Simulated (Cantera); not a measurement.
Boron, boron nitride and boron oxide: B₂H₆ + O₂ + H₂

Feed: 1 mol B₂H₆, 3.7 mol O₂, 0.14 mol H₂, at 0.850 bar.

Method: chemical equilibrium by Gibbs-energy minimisation in Cantera with the NASA 1993 tables (ideal gas, pure condensed phases). Candidate condensed phases: B, B₂O₃, B₃O₃H₃, H₂O; 23 gas species. The feed counts by its element totals alone. Gases not in the tables: H₃BO₃. Equilibrium is a limit: real reactors are often held back by kinetics, nucleation or transport.

```tsv
T (K)	log p H₂O	log p HBO₂	log p O₂	log p B₂O₃	log p (HBO₂)₃	log p OH	log p BO₂	n B₂O₃(l)
998	-0.16	-4.68	-0.84	-11.52	-1.79	-6.58	-10.97	0.894
1198	-0.15	-3.17	-0.85	-8.06	-2.16	-5.16	-8.06	0.953
1398	-0.16	-2.12	-0.85	-5.64	-2.45	-4.14	-6.01	0.959
1598	-0.18	-1.35	-0.86	-3.85	-2.70	-3.39	-4.48	0.885
1798	-0.25	-0.80	-0.89	-2.48	-3.00	-2.85	-3.31	0.584
1998	-0.39	-0.52	-0.96	-1.62	-3.69	-2.46	-2.50	0
2198	-0.39	-0.54	-0.97	-1.54	-5.00	-2.07	-2.14	0
```
log p: log10 of the partial pressure in bar; n: condensed amount in mol.

From 998 K to 1798 K the condensed part is B₂O₃(l). From 1998 K to 2198 K nothing is condensed.
